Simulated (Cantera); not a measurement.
Adiabatic ignition

An adiabatic, constant-pressure homogeneous reactor starts with CH4 : H2 : O2 : N2 = 1 : 0.26 : 4.73 : 17.8 (molar parts), equivalence ratio 0.45, at 1275 K and 10500 Torr.

Model: GRI-Mech 3.0 (53 species, 325 reactions), integrated in Cantera. The pressure lies above the range GRI-Mech 3.0 was tuned for (to about 10 atm).

| t (s) | T (K) | x CH4 | x H2 | x O2 | x O | x C2H | x CH2CO |
|---|---|---|---|---|---|---|---|
| 3.00e-6 | 1275 | 0.0420 | 0.0109 | 0.199 | 5.65e-10 | <1e-12 | <1e-12 |
| 9.90e-6 | 1275 | 0.0420 | 0.0109 | 0.199 | 1.45e-9 | <1e-12 | <1e-12 |
| 3.27e-5 | 1275 | 0.0420 | 0.0109 | 0.199 | 7.56e-9 | <1e-12 | <1e-12 |
| 0.000108 | 1277 | 0.0418 | 0.0108 | 0.199 | 3.24e-7 | <1e-12 | 3.63e-9 |
| 0.000356 | 2227 | <1e-12 | 0.000104 | 0.109 | 0.000285 | <1e-12 | <1e-12 |
| 0.00117 | 2227 | <1e-12 | 0.000103 | 0.109 | 0.000285 | <1e-12 | <1e-12 |
| 0.00387 | 2226 | <1e-12 | 0.000103 | 0.109 | 0.000283 | <1e-12 | <1e-12 |
| 0.0128 | 2223 | <1e-12 | 0.000101 | 0.108 | 0.000277 | <1e-12 | <1e-12 |
| 0.0422 | 2216 | <1e-12 | 9.79e-5 | 0.107 | 0.000263 | <1e-12 | <1e-12 |
| 0.139 | 2209 | <1e-12 | 9.44e-5 | 0.105 | 0.000249 | <1e-12 | <1e-12 |
| 0.459 | 2208 | <1e-12 | 9.39e-5 | 0.105 | 0.000248 | <1e-12 | <1e-12 |
| 1.52 | 2208 | <1e-12 | 9.39e-5 | 0.105 | 0.000248 | <1e-12 | <1e-12 |
| 5.00 | 2208 | <1e-12 | 9.39e-5 | 0.105 | 0.000248 | <1e-12 | <1e-12 |
x: mole fraction; the columns are a selection and need not sum to one.

- time of steepest temperature rise = 0.262 ms
- temperature at 5.00 s = 2208 K
- equilibrium temperature = 2208 K
- x(CH4) at 5.00 s = <1e-12 (gas-phase equilibrium <1e-12)
- x(H2) at 5.00 s = 9.39e-5 (gas-phase equilibrium 9.39e-5)
- x(O2) at 5.00 s = 0.105 (gas-phase equilibrium 0.105)
